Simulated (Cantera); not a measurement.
A closed system holds: 1 mol Si2H6, 1.1 mol CO2, equilibrated at 750 Torr.

Method: chemical equilibrium by Gibbs-energy minimisation in Cantera with the NASA 1993 tables (ideal gas, pure condensed phases). Candidate condensed phases: C, C6H6, C7H8, C8H18, H2O, Si, SiC, SiO2; 123 gas species. The feed counts by its element totals alone. Mutual solubility and eutectic melting of coexisting phases are not modelled. The tables hold silica as quartz up to 1696 K and as liquid above; real silica turns to tridymite and cristobalite and melts near 1996 K. Equilibrium is a limit: real reactors are often held back by kinetics, nucleation or transport.

Task: Which condensed phases are stable at each of these points (T (K)): 598, 698, 798, 898, 998, 1098, 1198, 1298?

Result: 
| T (K) | condensed phases | Si condensed (%) |
|---|---|---|
| 598 | SiC(s) + SiO2(α-quartz) | 100.0 |
| 698 | SiC(s) + SiO2(α-quartz) | 100.0 |
| 798 | SiC(s) + SiO2(α-quartz) | 100.0 |
| 898 | SiC(s) + SiO2(β-quartz) | 100.0 |
| 998 | SiC(s) + SiO2(β-quartz) | 100.0 |
| 1098 | C(graphite) + SiC(s) + SiO2(β-quartz) | 100.0 |
| 1198 | C(graphite) + SiC(s) + SiO2(β-quartz) | 100.0 |
| 1298 | C(graphite) + SiC(s) + SiO2(β-quartz) | 100.0 |

From 598 K to 798 K the condensed part is SiC(s) + SiO2(α-quartz). From 898 K to 998 K the condensed part is SiC(s) + SiO2(β-quartz). From 1098 K to 1298 K the condensed part is C(graphite) + SiC(s) + SiO2(β-quartz).
